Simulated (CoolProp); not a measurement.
A Linde-Hampson liquefier for ethylene: isothermal reversible compression at 300 K from 1 atm to 5 MPa, throttling to 1 atm, return gas leaving the recuperator 5 K below the feed. Each further row changes one setting.

Model: reference Helmholtz-energy equation of state, Smukala 2000, in CoolProp.

```json
[
 {"case": "as stated", "liquid yield per pass": "0.152", "compression work (kJ/kg of gas)": "320"},
 {"case": "high pressure 10 MPa", "liquid yield per pass": "0.427", "compression work (kJ/kg of gas)": "346"},
 {"case": "warm-end temperature 330 K", "liquid yield per pass": "0.097", "compression work (kJ/kg of gas)": "361"},
 {"case": "warm-end gap 10 K", "liquid yield per pass": "0.142", "compression work (kJ/kg of gas)": "320"}
]
```
